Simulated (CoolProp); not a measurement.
R13 at 194.79 K and 0.053 MPa is throttled through a valve to 0.00333 MPa with no heat exchange. Each further row changes one setting.

The numbers come from the reference Helmholtz-energy equation of state, Platzer 1990 in CoolProp. This equation is an older, rougher fit.

```tsv
case	temperature change (K)	final density (kg/m³)
as stated	-2.0	0.217
outlet pressure 0.000999 MPa	-2.1	0.0651
outlet pressure 0.00433 MPa	-1.9	0.283
```
